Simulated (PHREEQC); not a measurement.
Solution (10 °C): 0.15 mol/kgw Cu(NO3)2, 6.2e-05 mol/kgw HNO3 and 0.0078 mol/kgw Na2SO4. Closed to the air; pH follows from the charge balance.

Equilibrium calculation in PHREEQC: ion-association model, phreeqc.dat.

Each row changes one thing in this solution. Precipitation was switched off in this run.

```json
[
 {"case": "as made", "pH": "4.18", "ionic strength (mol/kgw)": "0.455", "Cu+2 (mol/kgw)": "0.145", "CuSO4 (mol/kgw)": "0.00450", "SO4-2 (mol/kgw)": "0.00324", "NaSO4- (mol/kgw)": "5.18e-5"},
 {"case": "Cu(NO3)2 from 0.15 to 0.075 mol/kgw", "pH": "4.25", "ionic strength (mol/kgw)": "0.232", "Cu+2 (mol/kgw)": "0.0709", "CuSO4 (mol/kgw)": "0.00408", "SO4-2 (mol/kgw)": "0.00364", "NaSO4- (mol/kgw)": "7.32e-5"},
 {"case": "HNO3 left out", "pH": "4.36", "ionic strength (mol/kgw)": "0.455", "Cu+2 (mol/kgw)": "0.145", "CuSO4 (mol/kgw)": "0.00450", "SO4-2 (mol/kgw)": "0.00324", "NaSO4- (mol/kgw)": "5.19e-5"},
 {"case": "temperature from 10 to 80 °C", "pH": "3.53", "ionic strength (mol/kgw)": "0.455", "Cu+2 (mol/kgw)": "0.145", "CuSO4 (mol/kgw)": "0.00459", "SO4-2 (mol/kgw)": "0.00306", "NaSO4- (mol/kgw)": "5.98e-5"},
 {"case": "0.11 mol/kgw AlCl3 added", "pH": "3.46", "ionic strength (mol/kgw)": "1.07", "Cu+2 (mol/kgw)": "0.137", "CuSO4 (mol/kgw)": "0.000770", "SO4-2 (mol/kgw)": "0.00121", "NaSO4- (mol/kgw)": "1.50e-5"},
 {"case": "Cu(NO3)2 from 0.15 to 0.03 mol/kgw", "pH": "4.30", "ionic strength (mol/kgw)": "0.100", "Cu+2 (mol/kgw)": "0.0267", "CuSO4 (mol/kgw)": "0.00327", "SO4-2 (mol/kgw)": "0.00441", "NaSO4- (mol/kgw)": "0.000117"}
]
```

The ionic strength passes 0.7 mol/kgw, the rough limit of the ion-association models, in 0.11 mol/kgw AlCl3 added. Away from 25 °C the constants follow the database's enthalpies or fits; those with neither stay at their 25 °C values.
